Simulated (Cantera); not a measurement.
A perfectly stirred reactor is fed with 0.117 % CO, 2.43 % O2, 0.301 % H2O, 97.2 % N2, equivalence ratio 0.024, at 4.44 atm; it is held at 1273 K, and followed from long to short residence time.

Model: GRI-Mech 3.0 (53 species, 325 reactions), integrated in Cantera.

x: mole fraction; the columns are a selection and need not sum to one.

```json
[
 {"τ (s)": "9.8", "x CO": "5.35e-6", "x O2": "0.0237", "x H2O": "0.00301", "x NO": "5.98e-8", "x H": "5.39e-10", "x N2O": "2.38e-7"},
 {"τ (s)": "3.7", "x CO": "1.10e-5", "x O2": "0.0237", "x H2O": "0.00301", "x NO": "6.65e-8", "x H": "1.31e-9", "x N2O": "4.01e-7"},
 {"τ (s)": "1.4", "x CO": "…", "x O2": "0.0237", "x H2O": "0.00301", "x NO": "7.24e-8", "x H": "…", "x N2O": "…"},
 {"τ (s)": "0.51", "x CO": "4.78e-5", "x O2": "0.0237", "x H2O": "0.00301", "x NO": "7.22e-8", "x H": "8.12e-9", "x N2O": "9.41e-7"},
 {"τ (s)": "0.19", "x CO": "9.82e-5", "x O2": "0.0238", "x H2O": "0.00301", "x NO": "6.07e-8", "x H": "1.99e-8", "x N2O": "1.13e-6"},
 {"τ (s)": "0.071", "x CO": "0.000194", "x O2": "0.0238", "x H2O": "0.00301", "x NO": "4.09e-8", "x H": "4.64e-8", "x N2O": "1.08e-6"},
 {"τ (s)": "0.027", "x CO": "0.000355", "x O2": "0.0239", "x H2O": "0.00301", "x NO": "2.19e-8", "x H": "9.82e-8", "x N2O": "8.53e-7"},
 {"τ (s)": "0.0099", "x CO": "0.000592", "x O2": "0.0240", "x H2O": "0.00301", "x NO": "8.48e-9", "x H": "1.83e-7", "x N2O": "5.47e-7"},
 {"τ (s)": "0.0037", "x CO": "…", "x O2": "0.0241", "x H2O": "0.00301", "x NO": "…", "x H": "2.65e-7", "x N2O": "…"},
 {"τ (s)": "0.0014", "x CO": "0.00103", "x O2": "0.0242", "x H2O": "0.00301", "x NO": "4.11e-10", "x H": "2.79e-7", "x N2O": "1.12e-7"},
 {"τ (s)": "0.00051", "x CO": "0.00113", "x O2": "0.0243", "x H2O": "0.00301", "x NO": "2.67e-11", "x H": "1.55e-7", "x N2O": "2.42e-8"}
]
```

Problem. Complete the blanks.

Solution. 
- 1.4, x CO: 2.26e-5
- 1.4, x H: 3.20e-9
- 1.4, x N2O: 6.45e-7
- 0.0037, x CO: 0.000841
- 0.0037, x NO: 2.32e-9
- 0.0037, x N2O: 2.83e-7
